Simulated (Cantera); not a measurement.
An isothermal, constant-pressure homogeneous reactor starts with C2H6 : N2 = 1 : 3.2 (molar parts), at 1798 K and 0.0132 atm. Integrator tolerance rtol = 1e-08.

Detailed kinetics in Cantera: GRI-Mech 3.0 (53 species, 325 reactions). GRI-Mech 3.0 stops at C3 and has no aromatics, soot or wall deposition, so with more carbon than oxygen in the feed, carbon stays in small species such as C2H2 where larger ones or solid carbon would form. Radical loss at walls, strong at low pressure, is not modelled.

```tsv
quantity	before	after
x(C2H6) at 2.00 s	4.81e-9 (gas-phase equilibrium 5.47e-11)	9.88e-9 (gas-phase equilibrium 5.48e-9)
x(H) at 2.00 s	0.00170 (gas-phase equilibrium 0.00174)	0.000550 (gas-phase equilibrium 0.000551)
x(C2H2) at 2.00 s	0.161 (gas-phase equilibrium 0.0968)	0.161 (gas-phase equilibrium 0.0967)
x(CH4) at 2.00 s	0.000503 (gas-phase equilibrium 4.43e-5)	0.000608 (gas-phase equilibrium 0.000443)
x(C2H4) at 2.00 s	1.65e-5 (gas-phase equilibrium 9.77e-6)	0.000162 (gas-phase equilibrium 9.77e-5)
x(CH2) at 2.00 s	3.18e-7 (gas-phase equilibrium 2.94e-8)	4.04e-8 (gas-phase equilibrium 2.94e-8)
```

### Question
What was changed between the two runs?
A) N2 3.2 to 4.4 parts
B) C2H6 1 to 1.4 parts
C) pressure from 0.0132 atm to 0.132 atm
D) pressure from 0.0132 atm to 1.00 atm

### Answer
C, pressure from 0.0132 atm to 0.132 atm
